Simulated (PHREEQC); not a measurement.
**Brine: speciation**

Solution (20 °C): 2.5 mol/kgw KOH and 0.44 mol/kgw KBr. Closed to the air; pH follows from the charge balance.

The numbers come from PHREEQC with the Pitzer model, pitzer.dat.

```yaml
pH: 14.74
ionic_strength: 2.94 mol/kgw
activity_of_water: 0.886
density: 1.141 g/cm³
osmotic_coefficient: 1.148
total_alkalinity: 2500 meq/kg
```

```csv
species,molality,activity,log γ
K+,2.94,2.03,-0.160
OH-,2.50,3.31,0.121
Br-,0.440,0.227,-0.288
```

This is a speciation only: nothing precipitates in the calculation. In brines, pH and single-ion activities rest on the MacInnes convention.
